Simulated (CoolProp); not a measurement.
A single-stage vapour-compression cycle with the fluid: evaporating at 211.15 K (dew point), condensing at 270.15 K (bubble point), superheat 10 K, subcooling 0 K, compressor efficiency 0.65, no pressure losses. The same conditions are run with several fluids, on thermodynamics alone (safety and materials aside).

Model: reference Helmholtz-energy equation of state of each fluid (hydrogen chloride: Thol 2018; ethane: Bücker 2006; R407C: Lemmon 2003; R404A: Lemmon 2003; propane: Lemmon 2009; CH3F (R41): Lemmon 2006), in CoolProp. Blends and air are pseudo-pure fits.

Task: Rank hydrogen chloride, ethane, R407C, R404A, propane, CH3F (R41) by cooling COP, highest first.

Result: propane (1.82), R404A (1.71), CH3F (R41) (1.64), hydrogen chloride (1.61), ethane (1.59), R407C (1.55)

```json
[
 {"fluid": "hydrogen chloride", "pressure ratio": "7.48", "discharge temperature (K)": "472.5", "refrigerating effect (kJ/kg)": "320", "volumetric capacity (kJ/m³)": "2150"},
 {"fluid": "ethane", "pressure ratio": "6.34", "discharge temperature (K)": "344.3", "refrigerating effect (kJ/kg)": "295", "volumetric capacity (kJ/m³)": "1820"},
 {"fluid": "R407C", "pressure ratio": "21.1", "discharge temperature (K)": "372.1", "refrigerating effect (kJ/kg)": "186", "volumetric capacity (kJ/m³)": "215"},
 {"fluid": "R404A", "pressure ratio": "13.1", "discharge temperature (K)": "328.3", "refrigerating effect (kJ/kg)": "142", "volumetric capacity (kJ/m³)": "325"},
 {"fluid": "propane", "pressure ratio": "11.3", "discharge temperature (K)": "337.6", "refrigerating effect (kJ/kg)": "323", "volumetric capacity (kJ/m³)": "302"},
 {"fluid": "CH3F (R41)", "pressure ratio": "8.13", "discharge temperature (K)": "409.6", "refrigerating effect (kJ/kg)": "342", "volumetric capacity (kJ/m³)": "1550"}
]
```
